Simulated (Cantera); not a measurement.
An isothermal plug-flow reactor at 800 K and 220000 Pa (inlet), inlet velocity 2.5 m/s, active area per volume 3000 1/m; feed 1.46 % H2, 2.25 % O2, 88.8 % N2, 7.53 % H2O, equivalence ratio 0.32.

Computed with Cantera and Deutschmann's 1995 Pt surface mechanism with GRI-Mech 3.0 gas chemistry. Catalytic surfaces can have several steady states; this one follows from the mechanism file's or the stated starting coverage. Mass transfer to the wall is taken as infinitely fast.

x: gas mole fraction; θ: surface coverage.

```tsv
z (m)	x H2	x O2	x H2O	θ free Pt	θ O*	θ OH*
4.3e-05	0.00417	0.0173	0.0862	0.464	0.512	0.0230
8.3e-05	?	0.0164	0.0881	?	?	?
0.00016	0.00123	0.0159	0.0893	0.155	0.828	0.0170
0.00031	0.000597	0.0156	0.0899	0.0932	0.893	0.0137
0.00059	0.000245	0.0154	0.0903	0.0674	0.921	0.0119
0.0011	?	0.0153	0.0905	0.0575	0.931	0.0110
0.0022	5.50e-6	0.0153	0.0905	0.0544	0.935	0.0107
0.0043	5.03e-8	0.0153	0.0905	0.0542	0.935	0.0107
```

### Question
Some entries are withheld; supply them.

### Answer

- 8.3e-05, x H2: 0.00233
- 8.3e-05, θ free Pt: 0.274
- 8.3e-05, θ O*: 0.704
- 8.3e-05, θ OH*: 0.0208
- 0.0011, x H2: 6.78e-5
